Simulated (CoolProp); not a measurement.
Aqueous potassium formate as a coolant, 17 % by mass, freezing at -9.4 °C, 1 atm.

Values from CoolProp's Melinder's fits for secondary coolants.

```
T (°C)  cp (kJ/(kg K))  viscosity (mPa s)  conductivity (W/(m K))  density (kg/m³)
------  --------------  -----------------  ----------------------  ---------------
-5.4             3.537               2.54                   0.531             1109
-0.1             3.541               2.16                   0.538             1108
5.2              3.546               1.86                   0.546             1107
10.5             3.551               1.62                   0.553             1106
15.8             3.557               1.42                   0.560             1104
21.1             3.562               1.26                   0.567             1102
26.4             3.568               1.13                   0.573             1101
31.6             3.573               1.02                   0.580             1099
```
